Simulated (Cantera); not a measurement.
Input: 1 mol Cu, 22 mol CO, held at 1127 °C.

Cantera equilibrium calculation (NASA polynomials, part measured and part estimated; ideal gas, pure solids and liquids). Candidate condensed phases: C, Cu, CuO, Cu2O; 15 gas species. Equilibrium is a limit: real reactors are often held back by kinetics, nucleation or transport.

x: gas mole fraction; n: condensed amount in mol.

```tsv
P (Pa)	x CO	x CO2	x Cu	x Cu2	n Cu(l)	n C(graphite)
10	0.987	1.67e-7	0.0135	2.63e-6	0.699	0
48	0.997	8.19e-7	0.00281	5.49e-7	0.938	0
230	0.999	[?]	[?]	[?]	0.987	0
1100	1.000	1.89e-5	0.000123	2.39e-8	0.997	0
5500	1.000	[?]	[?]	[?]	0.999	0
26000	1.000	0.000446	5.19e-6	1.01e-9	1.000	0.00980
130000	0.998	0.00222	1.04e-6	2.03e-10	1.000	0.0487
620000	0.990	0.0104	2.18e-7	4.25e-11	1.000	0.227
3000000	0.953	0.0468	4.50e-8	8.78e-12	1.000	0.983
```

**Question.** Complete the blanks.

**Answer.** 
- 5500, x CO2: 9.43e-5
- 5500, x Cu: 2.45e-5
- 5500, x Cu2: 4.79e-9
- 230, x CO2: 3.94e-6
- 230, x Cu: 0.000586
- 230, x Cu2: 1.14e-7
